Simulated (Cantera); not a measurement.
# Adiabatic ignition

An adiabatic, constant-volume homogeneous reactor starts with CH₄ : CO : O₂ : N₂ = 1 : 0.063 : 1.35 : 5.09 (molar parts), at 1323 K and 2.10 bar.

Cantera simulation using GRI-Mech 3.0 (53 species, 325 reactions); the numbers are that mechanism's predictions, not measurements.

```
t (s)     T (K)  P (bar)     x CH₄     x CO     x O₂     x CH₂     x H₂O     x CH₃
--------  -----  -------  --------  -------  -------  --------  --------  --------
6.00e-6    1323     2.10     0.133  0.00840    0.180    <1e-12   1.20e-8   1.46e-7
1.65e-5    1323     2.10     0.133  0.00840    0.180    <1e-12   5.60e-8   4.26e-7
4.52e-5    1323     2.10     0.133  0.00840    0.180    <1e-12   3.71e-7   1.39e-6
0.000124   1323     2.10     0.133  0.00840    0.180    <1e-12   3.11e-6   5.46e-6
0.000340   1323     2.10     0.133  0.00840    0.180  6.03e-12   2.62e-5   1.95e-5
0.000933   1324     2.10     0.133  0.00840    0.180  1.68e-11  0.000159   3.15e-5
0.00256    1330     2.11     0.132  0.00851    0.179  5.84e-11  0.000930   4.99e-5
0.00703    2900     5.08  4.28e-12   0.0977  0.00102  5.10e-12     0.159  1.34e-11
0.0193     2900     5.08  4.28e-12   0.0977  0.00102  5.10e-12     0.159  1.34e-11
0.0529     2900     5.08  4.28e-12   0.0977  0.00102  5.10e-12     0.159  1.34e-11
0.145      2900     5.08  4.28e-12   0.0977  0.00102  5.10e-12     0.159  1.34e-11
0.398      2900     5.08  4.28e-12   0.0977  0.00102  5.10e-12     0.159  1.34e-11
1.09       2900     5.08  4.28e-12   0.0977  0.00102  5.10e-12     0.159  1.34e-11
3.00       2900     5.08  4.28e-12   0.0977  0.00102  5.10e-12     0.159  1.34e-11
```
x: mole fraction; the columns are a selection and need not sum to one.

```
Item                                                                  Result
---------------------------------  -----------------------------------------
time of steepest temperature rise                                    5.87 ms
temperature at 3.00 s                                                 2900 K
equilibrium temperature                                               2900 K
x(CH₄) at 3.00 s                   4.28e-12 (gas-phase equilibrium 4.98e-12)
x(CO) at 3.00 s                        0.0977 (gas-phase equilibrium 0.0977)
x(O₂) at 3.00 s                      0.00102 (gas-phase equilibrium 0.00102)
```
